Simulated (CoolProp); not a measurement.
R115 along the isobar 10.9 MPa: fugacity coefficient from the reference equation and from simpler models built on Tc = 353.1 K, pc = 3.129 MPa, ω = 0.248; each cubic takes its own stable root.

Model: reference Helmholtz-energy equation of state, Lemmon 2016, in CoolProp.

| T (K) | phase | reference |
|---|---|---|
| 202.4 | liquid | 0.003149 |
| 224.5 | liquid | 0.01017 |
| 246.6 | liquid | 0.02536 |
| 268.7 | liquid | 0.05232 |
| 290.8 | liquid | 0.09344 |
| 313 | liquid | 0.1495 |
| 335.1 | liquid | 0.2184 |
| 357.2 | supercritical | 0.2969 |
| 379.3 | supercritical | 0.3803 |
| 401.4 | supercritical | 0.4634 |
| 423.5 | supercritical | 0.5414 |
| 445.6 | supercritical | 0.6113 |

How far does each simpler model (Soave-Redlich-Kwong, Peng-Robinson) lie from the reference over these 12 states: mean and median of the absolute difference, and the worst?


- Soave-Redlich-Kwong: mean 4.1 %, median 4.8 %, worst +5.2 % at 379.3 K and 10.9 MPa
- Peng-Robinson: mean 3.1 %, median 2.9 %, worst -4.1 % at 246.6 K and 10.9 MPa
